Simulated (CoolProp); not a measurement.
R404A along the isobar 2160 kPa: Z from the reference equation and from simpler models built on Tc = 72.1 °C, pc = 3735 kPa, ω = 0.293; each cubic takes its own stable root.

Values from CoolProp's reference Helmholtz-energy equation of state, Lemmon 2003. It is a pseudo-pure fit of the blend.

| T (°C) | phase | reference | van der Waals | Redlich-Kwong | Peng-Robinson |
|---|---|---|---|---|---|
| 20.95 | liquid | 0.08033 | 0.1398 | 0.1002 | 0.08348 |
| 68.35 | gas | 0.7377 | 0.7849 | 0.7571 | 0.7346 |
| 84.15 | gas | 0.7877 | 0.8140 | 0.7960 | 0.7817 |
| 99.95 | gas | 0.8242 | 0.8373 | 0.8260 | 0.8174 |
| 115.75 | gas | 0.8524 | 0.8565 | 0.8499 | 0.8456 |
| 131.55 | gas | 0.8747 | 0.8725 | 0.8695 | 0.8684 |
